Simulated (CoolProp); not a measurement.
Vapour-liquid equilibrium of n-heptane (1) + o-xylene (2) at 0.0134 MPa; x and y are mole fractions of (1).

Model: multi-fluid Helmholtz-energy mixture model, Span 2003 and Zhou 2012; pair parameters Bell 2016, in CoolProp.

Give the bubble temperature and the first vapour's composition at x = 0.275, 0.5, 0.8. Is there an azeotrope?

x = 0.275: 333.0 K, y = 0.695; x = 0.5: 325.3 K, y = 0.841; x = 0.8: 318.7 K, y = 0.946. No azeotrope shows between x = 0.05 and 0.95.

The pair parameters rest on a limited set of measurements; away from them the model extrapolates.
